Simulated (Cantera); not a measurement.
Feed: 1 mol Mg(OH)2, 4.4 mol CO2, 5.3 mol H2, equilibrated at 3.80 bar.

These are equilibrium values from Cantera (NASA tables, ideal gas, pure condensed phases), not measurements of a reactor. Candidate condensed phases: C, C6H6, C7H8, C8H18, H2O, Mg, MgCO3, MgO, Mg(OH)2; 116 gas species. Rates play no part. All values below are at 1127 °C.

Base state: H2O 0.343, CO 0.250, H2 0.245, CO2 0.161 (mole fractions); condensed: MgO(s).

Task: What changes in the equilibrium state with this change: CO2 from 4.4 to 0.012 mol?

Result: 
| species | before | after |
|---|---|---|
| H2 | 0.245 | 0.838 |
| H2O | 0.343 | 0.160 |
| CO | 0.250 | 0.00175 |
| CO2 | 0.161 | 0.000154 |
| MgO(s), mol | 1.00 | 1.00 |
